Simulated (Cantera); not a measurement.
**Equilibrium for carbon deposition, reforming and gasification: C₂H₅OH + CO₂ + N₂**

A closed system holds: 1 mol C₂H₅OH, 0.83 mol CO₂, 0.28 mol N₂, at 7.50 Torr.

These are equilibrium values from Cantera (NASA tables, ideal gas, pure condensed phases), not measurements of a reactor. Candidate condensed phases: C, C₆H₆, C₇H₈, C₈H₁₈, H₂O; 136 gas species. The numbers say what is thermodynamically allowed, not how fast it happens.

```
T (K)  log p H₂  log p H₂O  log p CO₂  log p CO  log p CH₄  log p N₂  log p NH₃  n C(graphite)
-----  --------  ---------  ---------  --------  ---------  --------  ---------  -------------
575       -2.63      -2.40      -2.76     -4.59      -2.97     -3.10      -6.68           1.82
600       -2.52      -2.46      -2.73     -4.25      -3.07     -3.12      -6.72           1.82
625       -2.44      -2.53      -2.71     -3.93      -3.20     -3.14      -6.79           1.79
650       -2.38      -2.62      -2.70     -3.65      -3.34     -3.15      -6.87           1.75
675       -2.33      -2.72      -2.69     -3.39      -3.50     -3.17      -6.97           1.68
700       -2.30      -2.83      -2.71     -3.16      -3.67     -3.19      -7.08           1.58
725       -2.28      -2.95      -2.74     -2.95      -3.86     -3.21      -7.20           1.44
```
log p: log10 of the partial pressure in bar; n: condensed amount in mol.

From 575 K to 725 K the condensed part is C(graphite). The main C-bearing gas is CO₂ throughout. The share of C in condensed phases is highest at 575 K (64.5 %) and lowest at 725 K (50.8 %).
